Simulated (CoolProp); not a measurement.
Vapour-liquid equilibrium of R113 (1) + n-hexane (2) at 0.174 MPa; x and y are mole fractions of (1).

Computed with CoolProp (multi-fluid Helmholtz-energy mixture model, Marx 1992 and Thol 2019; pair parameters Bell 2016).

```csv
x,bubble temperature (K),y at the bubble point,dew temperature at overall composition x (K),liquid density (mol/L)
0.05,357.9,0.104,359.1,6.952
0.125,?,0.235,357.4,7.024
0.2,352.3,?,355.7,7.093
0.275,350.1,0.434,353.9,7.159
0.35,348.2,0.513,352.2,7.225
0.425,346.5,0.582,350.4,7.290
0.5,345.1,0.645,348.5,7.355
0.575,?,?,346.7,7.420
0.65,342.5,?,344.9,7.487
0.725,341.4,0.810,343.2,7.554
0.8,?,0.862,341.6,7.623
0.875,339.5,0.913,340.1,7.693
0.95,338.6,0.965,338.8,7.766
```

Problem. What belongs in the gaps?

Solution. 
- 0.125, bubble temperature (K): 354.9
- 0.2, y at the bubble point: 0.343
- 0.575, bubble temperature (K): 343.7
- 0.575, y at the bubble point: 0.703
- 0.65, y at the bubble point: 0.758
- 0.8, bubble temperature (K): 340.4

No azeotrope shows between x = 0.05 and 0.95.

The pair parameters rest on a limited set of measurements; away from them the model extrapolates.
